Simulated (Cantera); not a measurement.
What does this Cantera script print?

```python
import numpy as np
import cantera as ct

gas_names = [...]  # 115 gases of nasa_gas.yaml made of C, Ca, H, O
cond_names = """
    C(gr) C6H6(L) C7H8(L) C8H18(L),n-octa Ca(a) Ca(b) Ca(L) CaCO3(caL) CaO(s) CaO(L) CaO2H2(s) H2O(s)
    H2O(L)
""".split()


# ... load() reads the species with a 1 bar reference pressure and builds the phases ...
atoms = {
    'CaCO3': {'Ca': 1, 'C': 1, 'O': 3},
    'H2': {'H': 2},
    'O2': {'O': 2},
}
top_T = {'C(gr)': 4500}  # K; cautious upper limits of use, not melting points


# ... equilibrate(T, P, feed) seeds the gas with the atoms and calls Mixture.equilibrate('TP', solver="vcs", rtol=1e-11, max_steps=5000) ...
results = []
feed = {'CaCO3': 1, 'H2': 0.098, 'O2': 0.032}  # mol
T = 1350  # K
P = 970  # Pa
mix = equilibrate(T, P, feed)
results.append((T, P, feed, dict(zip(mix.species_names, mix.species_moles))))
x = sorted(zip(gas.X, gas.species_names), reverse=True)
print(f"T = {T:g} K  P = {P:g} Pa  gas = {mix.phase_moles(0):.4g} mol")
print("   x: " + "  ".join(f"{s} {v:.3e}" for v, s in x if v > 1e-05))
print("   condensed (mol): " + ("  ".join(f"{mix.phase(i).name} {mix.phase_moles(i):.4g}"
      for i in range(1, mix.n_phases) if mix.phase_moles(i) > 1e-12) or "none"))
```

Result:

```
T = 1350 K  P = 970 Pa  gas = 1.098 mol
   x: CO2 8.813e-01  H2O 8.776e-02  CO 2.947e-02  H2 1.493e-03
   condensed (mol): CaO(s) 1
```

Cantera equilibrium calculation (NASA polynomials, part measured and part estimated; ideal gas, pure solids and liquids).
